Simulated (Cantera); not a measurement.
Cantera run, input and output.

```python
import numpy as np
import cantera as ct

gas = ct.Solution("gri30.yaml")
gas.TPX = 1623, 1000000, {'CH3OH': 0.0042, 'O2': 0.011, 'N2': 1}
inlet = ct.Reservoir(gas, clone=True)

reactor = ct.IdealGasConstPressureReactor(gas, energy="off", clone=False)
exhaust = ct.Reservoir(gas, clone=True)
tau = [27, 9.6, 3.4, 1.2, 0.42, 0.15, 0.053, 0.019, 0.0066][0]
for a, b in ((inlet, reactor), (reactor, exhaust)):
    ct.MassFlowController(a, b, mdot=lambda t: reactor.mass / tau)
net = ct.ReactorNet([reactor])
show = ['CH3OH', 'O2', 'CH2', 'CO', 'CH3']

rows = []
print(f"{'tau/s':>10s}{'T/K':>9s}" + "".join(f"{s:>11s}" for s in show))
for tau in [27, 9.6, 3.4, 1.2, 0.42, 0.15, 0.053, 0.019, 0.0066]:
    net.initial_time = 0.0
    net.advance(30 * tau)
    before = gas.X
    net.advance(40 * tau)
    drift = np.max(np.abs(gas.X - before) / (gas.X + 1e-9))
    rows.append([gas.T, *gas[show].X, drift])
    print(f"{tau:10.3e}{gas.T:9.1f}" + "".join(f"{x:11.3e}" for x in gas[show].X))
```

Output:

```
     tau/s      T/K      CH3OH         O2        CH2         CO        CH3
 2.700e+01   1623.0  8.316e-09  4.607e-03  1.964e-12  1.018e-06  1.690e-10
 9.600e+00   1623.0  2.051e-08  4.612e-03  4.832e-12  1.755e-06  3.635e-10
 3.400e+00   1623.0  4.730e-08  4.613e-03  1.104e-11  3.372e-06  6.770e-10
 1.200e+00   1623.0  1.037e-07  4.614e-03  2.379e-11  6.755e-06  1.129e-09
 4.200e-01   1623.0  2.215e-07  4.616e-03  4.941e-11  1.379e-05  1.761e-09
 1.500e-01   1623.0  4.548e-07  4.621e-03  9.793e-11  2.792e-05  2.599e-09
 5.300e-02   1623.0  9.182e-07  4.633e-03  1.902e-10  5.696e-05  3.742e-09
 1.900e-02   1623.0  1.782e-06  4.659e-03  3.622e-10  1.144e-04  5.408e-09
 6.600e-03   1623.0  3.398e-06  4.716e-03  7.382e-10  2.309e-04  8.762e-09
```

Computed with Cantera and GRI-Mech 3.0 (53 species, 325 reactions). GRI-Mech 3.0 was tuned for natural gas; its chemistry of methanol as a main component is partial and can be far from experiment.
